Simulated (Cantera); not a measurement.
Input: 1 mol V₂O₃, a varied amount of H₂, at 4.00 mbar.

Method: chemical equilibrium by Gibbs-energy minimisation in Cantera with the NASA 1993 tables (ideal gas, pure condensed phases). Candidate condensed phases: H₂O, V, VO, V₂O₃, V₂O₄, V₂O₅; 12 gas species. Mutual solubility and eutectic melting of coexisting phases are not modelled. VO: taken at fixed stoichiometry. Condensed phases not in the tables: the oxides between V₂O₃ and V₂O₅ other than VO₂. Rates play no part.

What condenses at these points (T in K, n(H₂) in mol): (1348, 600); (1848, 240); (1148, 350); (1548, 500); (1248, 350)?


```json
[
 {"T (K)": "1348", "n(H₂) in mol": "600", "condensed phases": "VO + V₂O₃", "V condensed (%)": "100.0"},
 {"T (K)": "1848", "n(H₂) in mol": "240", "condensed phases": "VO", "V condensed (%)": "98.8"},
 {"T (K)": "1148", "n(H₂) in mol": "350", "condensed phases": "VO + V₂O₃", "V condensed (%)": "100.0"},
 {"T (K)": "1548", "n(H₂) in mol": "500", "condensed phases": "VO", "V condensed (%)": "100.0"},
 {"T (K)": "1248", "n(H₂) in mol": "350", "condensed phases": "VO + V₂O₃", "V condensed (%)": "100.0"}
]
```
